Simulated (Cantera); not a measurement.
Charge: 1 mol Al₂O₃, 1.9 mol N₂, held at 1 atm.

Cantera equilibrium calculation (NASA polynomials, part measured and part estimated; ideal gas, pure solids and liquids). Candidate condensed phases: Al, AlN, Al₂O₃; 16 gas species. Kinetics and transport are ignored.

### Question
At 2848 K, list the 6 most abundant gas species with their mole fractions, and the condensed phases.

### Answer
N₂ 0.999, NO 0.000381, Al 0.000284, O 0.000256, AlO 0.000169, Al₂O 7.78e-5. Condensed: Al₂O₃(l).
